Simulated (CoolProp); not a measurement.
Values from CoolProp's reference Helmholtz-energy equation of state, Pan 2012.

For R236FA, give the phase and the Z, speed of sound (m/s), Joule-Thomson coefficient (K/MPa), conductivity (mW/(m K)) at 398.5 K and 3.59 MPa; 194.2 K and 16.3 MPa.


- 398.5 K and 3.59 MPa: supercritical; Z 0.201, speed of sound 120, Joule-Thomson coefficient 4.25, conductivity 46.9
- 194.2 K and 16.3 MPa: liquid; Z 0.907, speed of sound 1020, Joule-Thomson coefficient -0.360, conductivity 112

Thermal conductivity comes from a separate model (Huber 2003), an estimate that may be off by 10 % or more.
